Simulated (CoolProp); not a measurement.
Properties of m-xylene along the isotherm 620 K.

Values from CoolProp's reference Helmholtz-energy equation of state, Zhou 2012.

```csv
p (bar),phase,isothermal compressibility (1/MPa),fugacity coefficient
1.36,gas,7.458,0.9862
2.72,gas,3.784,0.9725
4.08,gas,2.563,0.9589
5.44,gas,1.954,0.9454
6.8,gas,1.590,0.9319
8.16,gas,1.350,0.9185
9.52,gas,1.180,0.9051
10.9,gas,1.052,0.8917
12.2,gas,0.9600,0.8790
13.6,gas,0.8824,0.8655
15,gas,0.8212,0.8519
16.3,gas,0.7758,0.8394
17.7,gas,0.7366,0.8260
```
